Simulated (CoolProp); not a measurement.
Values from CoolProp's reference Helmholtz-energy equation of state, Lemmon 2022.

Q: Give the vapour pressure (MPa), enthalpy of vaporisation (kJ/kg), liquid conductivity (mW/(m K)) of saturated R1234yf at 15.95, 23.05, 30.25 °C.

A: 
```csv
T (°C),p (MPa),enthalpy of vaporisation (kJ/kg),liquid conductivity (mW/(m K))
15.95,0.525,152,66.3
23.05,0.646,147,64.1
30.25,0.789,141,62.0
```

Thermal conductivity comes from a separate model (Perkins 2011).
